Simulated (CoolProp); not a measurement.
Computed with CoolProp (reference Helmholtz-energy equation of state, Fiedler 2023).

**Question.** For tetrahydrofuran, give the phase and the density (kg/m³), cp (kJ/(kg K)), cv (kJ/(kg K)), isothermal compressibility (1/MPa) at 290.3 K and 1.47 MPa; 196.9 K and 1.15 MPa.

**Answer.** 
- 290.3 K and 1.47 MPa: liquid; density 892, cp 1.69, cv 1.17, isothermal compressibility 0.000925
- 196.9 K and 1.15 MPa: liquid; density 990, cp 1.48, cv 1.01, isothermal compressibility 0.000475
